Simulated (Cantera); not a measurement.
A perfectly stirred reactor is fed with 21.6 % CH₄, 75.4 % H₂O, 3.02 % H₂, at 9.87 atm; it is held at 1825 K, and followed from long to short residence time.

Cantera simulation using GRI-Mech 3.0 (53 species, 325 reactions); the numbers are that mechanism's predictions, not measurements.

Task: Predict: x(CH₄) at τ = 4.30 s; x(H₂O) at τ = 4.30 s; x(H₂) at τ = 4.30 s; x(HCO) at τ = 4.30 s; x(CH₂CO) at τ = 4.30 s; x(CH₄) at τ = 0.160 s; x(H₂O) at τ = 0.160 s; x(H₂) at τ = 0.160 s; x(HCO) at τ = 0.160 s; x(CH₂CO) at τ = 0.160 s.

Result: 
```json
{
  "x(CH₄) at τ = 4.30 s": "0.00202",
  "x(H₂O) at τ = 4.30 s": "0.357",
  "x(H₂) at τ = 4.30 s": "0.492",
  "x(HCO) at τ = 4.30 s": "6.78e-8",
  "x(CH₂CO) at τ = 4.30 s": "1.25e-7",
  "x(CH₄) at τ = 0.160 s": "0.0182",
  "x(H₂O) at τ = 0.160 s": "0.402",
  "x(H₂) at τ = 0.160 s": "0.446",
  "x(HCO) at τ = 0.160 s": "5.44e-8",
  "x(CH₂CO) at τ = 0.160 s": "5.11e-6"
}
```
